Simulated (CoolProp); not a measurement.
A closed Brayton cycle with carbon dioxide: compressor inlet 305.15 K and 8 MPa, high pressure 24.7 MPa, turbine inlet 920 K, compressor efficiency 0.85, turbine efficiency 0.93, recuperator effectiveness 0.8 (on enthalpy, no pinch check). Each further row changes one setting.

Computed with CoolProp (reference Helmholtz-energy equation of state, Span 1996).

| case | thermal efficiency (%) | net work (kJ/kg) | compressor to turbine work | compressor exit (K) | turbine exit (K) |
|---|---|---|---|---|---|
| as stated | 34.5 | 143 | 0.16 | 336.8 | 772.2 |
| turbine inlet 870 K | 33.7 | 133 | 0.17 | 336.8 | 727.4 |
| compressor inlet 315.15 K | 34.1 | 119 | 0.30 | 400.9 | 772.2 |
| high pressure 21 MPa | 31.9 | 126 | 0.15 | 331.4 | 792.7 |
| recuperator effectiveness 0.5 | 25.1 | 143 | 0.16 | 336.8 | 772.2 |
